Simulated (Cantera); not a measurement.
## Hydrocarbon pyrolysis for carbon deposition

A perfectly stirred reactor is fed with 0.524 % C₂H₆, 99.5 % N₂, at 525 Torr; it is held at 1950 K, and followed from long to short residence time.

Computed with Cantera and GRI-Mech 3.0 (53 species, 325 reactions). GRI-Mech 3.0 stops at C3 and has no aromatics, soot or wall deposition, so with more carbon than oxygen in the feed, carbon stays in small species such as C2H2 where larger ones or solid carbon would form.

```tsv
τ (s)	x C₂H₆	x CH₄	x HCN	x CH₃	x C₂H₄
8.6	5.84e-9	2.37e-5	0.00285	6.46e-6	2.83e-7
3.1	1.63e-8	4.04e-5	0.00238	1.12e-5	3.82e-7
1.2	4.23e-8	6.60e-5	0.00186	1.86e-5	6.17e-7
0.42	1.21e-7	0.000111	0.00131	3.23e-5	1.31e-6
0.15	3.38e-7	0.000176	0.000894	5.47e-5	3.16e-6
0.056	8.91e-7	0.000261	0.000617	8.89e-5	7.62e-6
0.021	2.31e-6	0.000366	0.000436	0.000142	1.80e-5
0.0075	6.20e-6	0.000487	0.000310	0.000229	4.30e-5
0.0028	1.57e-5	0.000608	0.000225	0.000358	9.46e-5
```
x: mole fraction; the columns are a selection and need not sum to one.
